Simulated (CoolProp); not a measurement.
Values from CoolProp's reference Helmholtz-energy equation of state, de Reuck 1993.

### Question
Give the vapour pressure (kPa), liquid density (kg/m³), vapour Z, surface tension (mN/m) of saturated methanol at 291.8, 309.4 K.

### Answer
```tsv
T (K)	p (kPa)	liquid density (kg/m³)	vapour Z	surface tension (mN/m)
291.8	12.1	792	0.979	22.7
309.4	29.8	776	0.969	21.2
```

Surface tension comes from a separate correlation (Mulero 2012).
